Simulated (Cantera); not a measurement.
Thermodynamics of silicon carbide growth, feed CH₃SiH₃ + C₂H₄ + H₂

A closed system holds: 1 mol CH₃SiH₃, 0.19 mol C₂H₄, 22 mol H₂, equilibrated at 750 Torr.

Cantera equilibrium calculation (NASA polynomials, part measured and part estimated; ideal gas, pure solids and liquids). Candidate condensed phases: C, C₆H₆, C₇H₈, C₈H₁₈, Si, SiC; 87 gas species. The feed counts by its element totals alone. Gases not in the tables: Si₂H₆ and higher silanes. Equilibrium is a limit: real reactors are often held back by kinetics, nucleation or transport.

At 750 °C the condensed part is SiC(s). From 950 °C to 2150 °C the condensed part is C(graphite) + SiC(s). At 2350 °C the condensed part is SiC(s).

| T (°C) | log p H₂ | log p H | log p CH₄ | log p C₂H₂ (acetylene) | log p Si | n SiC(s) | n C(graphite) |
|---|---|---|---|---|---|---|---|
| 750 | -0.01 | -8.39 | -1.82 | -10.05 | <-12 | 1.00 | 0 |
| 950 | -0.01 | -6.52 | -1.89 | -6.81 | <-12 | 1.00 | 0.0547 |
| 1150 | 0.00 | -5.18 | -2.42 | -5.47 | -11.09 | 1.00 | 0.284 |
| 1350 | 0.00 | -4.16 | -2.83 | -4.46 | -8.75 | 1.000 | 0.341 |
| 1550 | 0.00 | -3.36 | -3.15 | -3.68 | -6.93 | 1.000 | 0.351 |
| 1750 | 0.00 | -2.72 | -3.40 | -3.05 | -5.47 | 1.000 | 0.324 |
| 1950 | 0.00 | -2.20 | -3.61 | -2.54 | -4.28 | 0.997 | 0.229 |
| 2150 | -0.01 | -1.76 | -3.79 | -2.12 | -3.28 | 0.973 | 0.00471 |
| 2350 | -0.03 | -1.39 | -4.07 | -1.99 | -2.34 | 0.762 | 0 |
log p: log10 of the partial pressure in bar; n: condensed amount in mol.
